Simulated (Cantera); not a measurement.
Standard-state values (1 bar) from the NASA 1993 polynomials, evaluated with Cantera. Values are per mole of reaction as written; species without (g) are pure solids or liquids, kept so even where they would boil at 1 bar. The tables' values for C2F4 are old estimates.

Task: Between 2048 and 2223 K, where is each reaction favourable under standard conditions?
- C + F2(g) ⇌ 0.5 C2F4(g)
- Cu + F2(g) ⇌ CuF2
- 0.6667 B + F2(g) ⇌ 0.6667 BF3(g)

Result: 
- C + F2(g) ⇌ 0.5 C2F4(g): ΔG° is -212 kJ at 2048 K and -202 kJ at 2223 K; it stays negative (K > 1). ΔH° is -327 kJ and ΔS° -56 J/K at 2223 K.
- Cu + F2(g) ⇌ CuF2: ΔG° is -298 kJ at 2048 K and -285 kJ at 2223 K; it stays negative (K > 1). ΔH° is -447 kJ and ΔS° -73 J/K at 2223 K.
- 0.6667 B + F2(g) ⇌ 0.6667 BF3(g): ΔG° is -672 kJ at 2048 K and -664 kJ at 2223 K; it stays negative (K > 1). ΔH° is -765 kJ and ΔS° -45 J/K at 2223 K.
